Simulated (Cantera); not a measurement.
Feed: 1 mol Cr, 0.013 mol H₂O, 110 mol H₂, held at 1550 K and 3.70e-5 bar.

Method: chemical equilibrium by Gibbs-energy minimisation in Cantera with the NASA 1993 tables (ideal gas, pure condensed phases). Candidate condensed phases: Cr, Cr₂O₃, H₂O; 13 gas species. The numbers say what is thermodynamically allowed, not how fast it happens.

Base state: H₂ 0.986, Cr 0.00898, H 0.00514, H₂O 0.000116 (mole fractions); condensed: gas only.

Q: What changes in the equilibrium state with this change: temperature from 1550 K to 1273 K?

A: 
| species | before | after |
|---|---|---|
| H₂ | 0.986 | 1.000 |
| H₂O | 0.000116 | 0.000118 |
| H | 0.00514 | 0.000117 |
| Cr | 0.00898 | 6.00e-5 |
| Cr(s), mol | 0 | 0.993 |

Q: What changes in the equilibrium state with this change: Cr replaced by Zr?

A: 
| species | before | after |
|---|---|---|
| H₂ | 0.986 | 0.995 |
| H | 0.00514 | 0.00516 |
| H₂O | 0.000116 | 6.77e-9 |
| Cr | 0.00898 | 0 |
| Zr(β), mol | 0 | 0.993 |
| ZrO₂(tetragonal), mol | 0 | 0.00650 |
Mutual solubility and eutectic melting of coexisting phases are not modelled. Condensed phases not in the tables: N, O or C dissolved in the metal. Further candidate phases: Zr, ZrO₂.

Q: What changes in the equilibrium state with this change: Cr replaced by Ta?

A: 
```json
[
 {"species": "H₂", "before": "0.986", "after": "0.995"},
 {"species": "H", "before": "0.00514", "after": "0.00516"},
 {"species": "H₂O", "before": "0.000116", "after": "0.000116"},
 {"species": "Cr", "before": "0.00898", "after": "0"},
 {"species": "Ta(s), mol", "before": "0", "after": "1.000"}
]
```
Condensed phases not in the tables: N, O or C dissolved in the metal. Further candidate phases: Ta, Ta₂O₅.
